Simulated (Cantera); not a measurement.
A Cantera script and what it prints.

```python
import numpy as np
import cantera as ct

gas_names = """
    AL ALH ALN ALO ALOH ALO2 ALO2H AL2 AL2O AL2O2 H HALO HNO HNO2 HNO3 HO2 H2 H2O H2O2 N NH NH2 NH3
    NH2OH NO NO2 NO3 N2 N2H2 N2H4 N2O O OH O2 O3
""".split()
cond_names = """
    AL(cr) AL(L) ALN(s) AL2O3(a) AL2O3(L) H2O(s) H2O(L)
""".split()


# ... load() reads the species with a 1 bar reference pressure and builds the phases ...
atoms = {
    'Al': {'AL': 1},
    'H2O': {'H': 2, 'O': 1},
    'N2': {'N': 2},
}
top_T = {'ALN(s)': 2750}  # K; cautious upper limits of use, not melting points


# ... equilibrate(T, P, feed) seeds the gas with the atoms and calls Mixture.equilibrate('TP', solver="vcs", rtol=1e-11, max_steps=5000) ...
results = []
feed = {'Al': 1, 'H2O': 34, 'N2': 2.9}  # mol
T = 2025  # K
P = 1000  # Pa
mix = equilibrate(T, P, feed)
results.append((T, P, feed, dict(zip(mix.species_names, mix.species_moles))))
x = sorted(zip(gas.X, gas.species_names), reverse=True)
print(f"T = {T:g} K  P = {P:g} Pa  gas = {mix.phase_moles(0):.4g} mol")
print("   x: " + "  ".join(f"{s} {v:.3e}" for v, s in x if v > 1e-05))
print("   condensed (mol): " + ("  ".join(f"{mix.phase(i).name} {mix.phase_moles(i):.4g}"
      for i in range(1, mix.n_phases) if mix.phase_moles(i) > 1e-12) or "none"))
```

Output:

```
T = 2025 K  P = 1000 Pa  gas = 37.28 mol
   x: H2O 8.561e-01  N2 7.762e-02  H2 4.988e-02  OH 7.712e-03  H 4.298e-03  O2 3.561e-03  O 4.826e-04  NO 3.350e-04
   condensed (mol): AL2O3(a) 0.4999
```

Method: chemical equilibrium by Gibbs-energy minimisation in Cantera with the NASA 1993 tables (ideal gas, pure condensed phases).
